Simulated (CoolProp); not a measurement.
Vapour-liquid equilibrium of propane (1) + R236EA (2) at 3.15 °C; x and y are mole fractions of (1).

Computed with CoolProp (multi-fluid Helmholtz-energy mixture model, Lemmon 2009 and Rui 2013; pair parameters Bell 2016).

Give the bubble pressure and the first vapour's composition at x = 0.05, 0.2, 0.5. Is there an azeotrope?

x = 0.05: 0.1769 MPa, y = 0.502; x = 0.2: 0.3501 MPa, y = 0.765; x = 0.5: 0.4593 MPa, y = 0.841. No azeotrope shows between x = 0.05 and 0.95.

The pair parameters rest on a limited set of measurements; away from them the model extrapolates. With so large a gap from Raoult's law the liquid may split in two, which this calculation doesn't test in full.
